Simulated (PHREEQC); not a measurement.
Consider water at 69 °C with 0.09 mol/kgw Pb(NO3)2. Closed to the air; pH follows from the charge balance.

Computed with PHREEQC (ion-association model, wateq4f.dat).

This is a speciation only: nothing precipitates in the calculation.

### Question
What pH, ionic strength does the model give?

### Answer
pH 4.36; ionic strength 0.205 mol/kgw.

### Question
In which forms is Pb present?

### Answer
Pb+2 64 %, PbNO3+ 36 % of the Pb.

Saturation is exceeded, for instance for Pb(OH)2; the values hold only as long as no solid forms. Species that the database lacks are ignored. Away from 25 °C the constants follow the database's enthalpies or fits; those with neither stay at their 25 °C values.
